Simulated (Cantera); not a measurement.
Charge: 1 mol SiHCl₃, 0.32 mol NH₃, 25 mol N₂, equilibrated at 440 Pa.

Cantera equilibrium calculation (NASA polynomials, part measured and part estimated; ideal gas, pure solids and liquids). Candidate condensed phases: NH₄Cl, Si, Si₃N₄; 28 gas species. Equilibrium is a limit: real reactors are often held back by kinetics, nucleation or transport.

Over these rows the condensed part is Si₃N₄(s). Partial pressures as log10 of bar:

| T (K) | 1000/T (1/K) | log p SiCl₂ | log p N₂ | log p HCl | log p SiCl₄ |
|---|---|---|---|---|---|
| 1098 | 0.9107 | -6.72 | -2.39 | -3.57 | -4.26 |
| 1148 | 0.8711 | -6.14 | -2.39 | -3.57 | -4.27 |
| 1198 | 0.8347 | -5.62 | -2.39 | -3.57 | -4.29 |
| 1248 | 0.8013 | ? | -2.39 | -3.57 | -4.33 |
| 1298 | 0.7704 | -4.75 | -2.39 | -3.57 | -4.42 |
| 1348 | 0.7418 | -4.41 | -2.39 | -3.58 | -4.58 |

Q: Fit log p(SiCl₂) = a + b·(1000/T) to the five rows, give the apparent enthalpy, and predict the row at 1248 K.

A: Means: 1000/T = 0.8257, log p = -5.528. Sxy = -0.266756, Sxx = 0.0194645, so b = -13.70 and a = -5.528 − (-13.70)×0.8257 = 5.78.
Apparent enthalpy: −19.145 × (-13.70) = 262 kJ/mol. With the condensed phases at unit activity, 1/6 Si₃N₄(s) + 1/2 SiCl₄(g) = SiCl₂(g) + 1/3 N₂(g) links this pressure to the main gases: over the six rows their terms move log p by -0.16 in all, so the slope isn't that reaction's ΔH° alone. The five rows lie within 0.04 of the line.
Prediction at 1248 K: 5.78 + (-13.70)×0.8013 = -5.20. The computed value is -5.16, 0.04 from the line.
